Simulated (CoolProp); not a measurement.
Water along the isobar 135 bar: fugacity coefficient from the reference equation and from simpler models built on Tc = 647.1 K, pc = 220.6 bar, ω = 0.344; each cubic takes its own stable root.

Computed with CoolProp (reference Helmholtz-energy equation of state, Wagner 2002).

```csv
T (K),phase,reference
584.6,liquid,0.5818
595.1,liquid,0.6491
616,gas,0.7464
626.4,gas,0.7644
636.9,gas,0.7805
647.4,gas,0.7950
657.8,gas,0.8080
668.3,gas,0.8199
678.7,gas,0.8308
689.2,gas,0.8408
699.6,gas,0.8500
```

Task: How far does each simpler model (van der Waals, Redlich-Kwong, Soave-Redlich-Kwong, Peng-Robinson) lie from the reference over these 11 states: mean and median of the absolute difference, and the worst?

Result: 
- van der Waals: mean 6.9 %, median 3.1 %, worst +31.7 % at 584.6 K and 135 bar
- Redlich-Kwong: mean 3.7 %, median 1.0 %, worst +17.9 % at 584.6 K and 135 bar
- Soave-Redlich-Kwong: mean 1.2 %, median 0.4 %, worst +4.9 % at 584.6 K and 135 bar
- Peng-Robinson: mean 1.8 %, median 1.9 %, worst -2.2 % at 699.6 K and 135 bar

At some of these states van der Waals, Redlich-Kwong gives the other phase, because its saturation line lies elsewhere.
